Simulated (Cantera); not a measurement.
NO annealing gas

A perfectly stirred reactor is fed with 35.7 % NO, 64.3 % N2, at 62.3 Torr; it is held at 1973 K, and followed from long to short residence time.

Model: GRI-Mech 3.0 (53 species, 325 reactions), integrated in Cantera.

```csv
τ (s),x NO,x N2O,x O,x N2,x NO2,x O2
1.4,0.306,3.68e-5,0.000344,0.668,5.70e-5,0.0254
0.43,0.342,4.79e-5,0.000232,0.650,3.96e-5,0.00737
0.14,0.352,5.08e-5,0.000182,0.645,3.03e-5,0.00218
0.044,0.356,4.85e-5,0.000150,0.643,2.47e-5,0.000574
0.014,0.357,4.00e-5,0.000107,0.643,1.78e-5,0.000115
0.0044,0.357,2.50e-5,4.81e-5,0.643,7.80e-6,1.19e-5
0.0014,0.357,1.14e-5,1.48e-5,0.643,1.83e-6,9.04e-7
0.00044,0.357,4.12e-6,4.45e-6,0.643,2.95e-7,7.84e-8
```
x: mole fraction; the columns are a selection and need not sum to one.
